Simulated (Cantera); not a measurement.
**Cu + F2 + H2 (aluminium and copper etching)**

Input: 1 mol Cu, 1.4 mol F2, a varied amount of H2, at 773.15 K and 0.653 Torr.

These are equilibrium values from Cantera (NASA tables, ideal gas, pure condensed phases), not measurements of a reactor. Candidate condensed phases: Cu, CuF2; 15 gas species. Kinetics and transport are ignored.

```tsv
n(H2) (mol)	x HF	x H2	x CuF	x CuF2	x H2F2	n Cu(s)	n CuF2(s)
0.75	1.000	<1e-12	2.45e-6	1.60e-6	9.68e-8	0.350	0.650
1	1.000	<1e-12	2.45e-6	1.60e-6	9.68e-8	0.600	0.400
1.5	0.966	0.0345	1.06e-11	<1e-12	9.02e-8	1.00	0
2	0.824	0.176	4.00e-12	<1e-12	6.56e-8	1.00	0
2.9	0.651	0.349	2.25e-12	<1e-12	4.10e-8	1.00	0
4	0.519	0.481	1.52e-12	<1e-12	2.60e-8	1.00	0
5.6	0.400	0.600	1.05e-12	<1e-12	1.55e-8	1.00	0
7.8	0.304	0.696	<1e-12	<1e-12	8.96e-9	1.00	0
11	0.226	0.774	<1e-12	<1e-12	4.93e-9	1.00	0
15	0.171	0.829	<1e-12	<1e-12	2.82e-9	1.00	0
21	0.125	0.875	<1e-12	<1e-12	1.51e-9	1.00	0
30	0.0892	0.911	<1e-12	<1e-12	7.70e-10	1.00	0
41	0.0660	0.934	<1e-12	<1e-12	4.22e-10	1.00	0
```
x: gas mole fraction; n: condensed amount in mol.

From 0.75 mol H2 to 1 mol H2 the condensed part is Cu(s) + CuF2(s). From 1.5 mol H2 to 41 mol H2 the condensed part is Cu(s).
